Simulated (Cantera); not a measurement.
Cantera run:

```python
import numpy as np
import cantera as ct

gas_names = """
    Cr CrO CrO2 CrO3 H HO2 H2 H2O H2O2 O OH O2 O3
""".split()
cond_names = """
    Cr(cr) Cr(L) Cr2O3(s) Cr2O3(L) H2O(s) H2O(L)
""".split()


def load(file, names, dense=False):
    # The tables refer to 1 bar. Condensed volumes are neglected.
    table = {s.name: s for s in ct.Species.list_from_file(file)}
    out = []
    for n in names:
        d = dict(table[n].input_data)
        d["thermo"] = dict(d["thermo"], **{"reference-pressure": 1e5})
        if dense:
            d["equation-of-state"] = {"model": "constant-volume", "density": "1e6 g/cm^3"}
        out.append(ct.Species.from_dict(d))
    return out


gas = ct.Solution(thermo="ideal-gas", species=load("nasa_gas.yaml", gas_names))
cond = {s.name: ct.Solution(thermo="fixed-stoichiometry", species=[s], name=s.name)
        for s in load("nasa_condensed.yaml", cond_names, dense=True)}
atoms = {
    'Cr': {'Cr': 1},
    'H2O': {'H': 2, 'O': 1},
}
top_T = {}  # K; cautious upper limits of use, not melting points


def equilibrate(T, P, feed):
    n = {}
    for name, mol in feed.items():
        for a, k in atoms[name].items():
            n[a] = n.get(a, 0.0) + k * mol
    gas.TPX = T, P, n
    mass = sum(n.values()) * gas.mean_molecular_weight
    gas.equilibrate("TP")
    valid = [c for c in cond.values() if c.min_temp <= T <= top_T.get(c.name, c.max_temp)]
    mix = ct.Mixture([(gas, mass / gas.mean_molecular_weight)] + [(c, 0.0) for c in valid])
    mix.T, mix.P = T, P
    mix.equilibrate("TP", solver="vcs", rtol=1e-11, max_steps=5000)
    return mix


results = []
P = 0.14  # Pa
for T in [1700, 1750, 1800, 1850, 1900, 1950, 2000, 2050, 2100, 2150, 2200, 2250]:
    for m in [0.025, 0.055, 0.12, 0.26, 0.58, 1.3, 2.8]:
        feed = {'Cr': 1, 'H2O': m}  # mol
        mix = equilibrate(T, P, feed)
        results.append((T, P, feed, dict(zip(mix.species_names, mix.species_moles))))

for T, P, feed, n in results:
    print(f"{T:7g} {feed['H2O']:10.4g}  " + (" + ".join(c for c in cond_names if n.get(c, 0) > 1e-12) or "gas only"))
```

It prints:

```
   1700      0.025  Cr2O3(s)
   1700      0.055  Cr2O3(s)
   1700       0.12  Cr2O3(s)
   1700       0.26  Cr2O3(s)
   1700       0.58  Cr2O3(s)
   1700        1.3  Cr2O3(s)
   1700        2.8  Cr2O3(s)
   1750      0.025  gas only
   1750      0.055  Cr2O3(s)
   1750       0.12  Cr2O3(s)
   1750       0.26  Cr2O3(s)
   1750       0.58  Cr2O3(s)
   1750        1.3  Cr2O3(s)
   1750        2.8  Cr2O3(s)
   1800      0.025  gas only
   1800      0.055  gas only
   1800       0.12  Cr2O3(s)
   1800       0.26  Cr2O3(s)
   1800       0.58  Cr2O3(s)
   1800        1.3  Cr2O3(s)
   1800        2.8  Cr2O3(s)
   1850      0.025  gas only
   1850      0.055  gas only
   1850       0.12  gas only
   1850       0.26  Cr2O3(s)
   1850       0.58  Cr2O3(s)
   1850        1.3  Cr2O3(s)
   1850        2.8  Cr2O3(s)
   1900      0.025  gas only
   1900      0.055  gas only
   1900       0.12  gas only
   1900       0.26  gas only
   1900       0.58  gas only
   1900        1.3  gas only
   1900        2.8  gas only
   1950      0.025  gas only
   1950      0.055  gas only
   1950       0.12  gas only
   1950       0.26  gas only
   1950       0.58  gas only
   1950        1.3  gas only
   1950        2.8  gas only
   2000      0.025  gas only
   2000      0.055  gas only
   2000       0.12  gas only
   2000       0.26  gas only
   2000       0.58  gas only
   2000        1.3  gas only
   2000        2.8  gas only
   2050      0.025  gas only
   2050      0.055  gas only
   2050       0.12  gas only
   2050       0.26  gas only
   2050       0.58  gas only
   2050        1.3  gas only
   2050        2.8  gas only
   2100      0.025  gas only
   2100      0.055  gas only
   2100       0.12  gas only
   2100       0.26  gas only
   2100       0.58  gas only
   2100        1.3  gas only
   2100        2.8  gas only
   2150      0.025  gas only
   2150      0.055  gas only
   2150       0.12  gas only
   2150       0.26  gas only
   2150       0.58  gas only
   2150        1.3  gas only
   2150        2.8  gas only
   2200      0.025  gas only
   2200      0.055  gas only
   2200       0.12  gas only
   2200       0.26  gas only
   2200       0.58  gas only
   2200        1.3  gas only
   2200        2.8  gas only
   2250      0.025  gas only
   2250      0.055  gas only
   2250       0.12  gas only
   2250       0.26  gas only
   2250       0.58  gas only
   2250        1.3  gas only
   2250        2.8  gas only
```

Cantera equilibrium calculation (NASA polynomials, part measured and part estimated; ideal gas, pure solids and liquids).
